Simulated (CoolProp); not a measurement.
Vapour pressure (kPa) of propylene glycol: the reference equation beside estimates from Tc = 674.0 K, pc = 7292 kPa, ω = 0.327. Clausius-Clapeyron is anchored at 514.6 K with a constant enthalpy of vaporisation of 48.53 kJ/mol.

The numbers come from the reference Helmholtz-energy equation of state, Eisenbach 2021 in CoolProp.

| T (K) | reference | Clausius-Clapeyron | van der Waals | Redlich-Kwong | Soave-Redlich-Kwong | Peng-Robinson |
|---|---|---|---|---|---|---|
| 484.3 | 197.9 | 210.2 | 1668 | ___ | 450.3 | ___ |
| 499.5 | 295.3 | 303.4 | 1943 | 1014 | 613.2 | 608.2 |
| 514.6 | 427.4 | 427.4 | 2244 | 1274 | ___ | 808.0 |
| 529.8 | 604.9 | 591.8 | 2576 | 1580 | 1069 | 1057 |
| 544.9 | 835.3 | 803.1 | 2934 | 1932 | 1375 | 1357 |
| 560.1 | 1133 | 1074 | 3325 | 2336 | 1745 | 1722 |
| 575.2 | 1508 | 1412 | 3745 | 2791 | 2182 | 2153 |
| 590.4 | 1979 | 1833 | 4198 | 3307 | ___ | 2664 |
| 605.5 | 2558 | 2346 | 4681 | 3878 | 3296 | 3258 |

Complete the blanks.


- 484.3, Redlich-Kwong: 792.0
- 484.3, Peng-Robinson: 447.9
- 514.6, Soave-Redlich-Kwong: 816.5
- 590.4, Soave-Redlich-Kwong: 2699

Absolute difference from the reference over all 9 rows, mean and median: Clausius-Clapeyron 4.7 and 5.2 %, van der Waals 315.5 and 251.3 %, Redlich-Kwong 149.3 and 131.3 %, Soave-Redlich-Kwong 70.2 and 64.6 %, Peng-Robinson 68.4 and 62.5 %.
